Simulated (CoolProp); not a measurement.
Model: reference Helmholtz-energy equation of state, Smukala 2000, in CoolProp.

Q: For ethylene, give the phase and the cp (kJ/(kg K)), cv (kJ/(kg K)), speed of sound (m/s), Joule-Thomson coefficient (K/MPa) at 190.8 K and 0.178 MPa.

A: 
- 190.8 K and 0.178 MPa: gas; cp 1.33, cv 0.982, speed of sound 266, Joule-Thomson coefficient 31.2
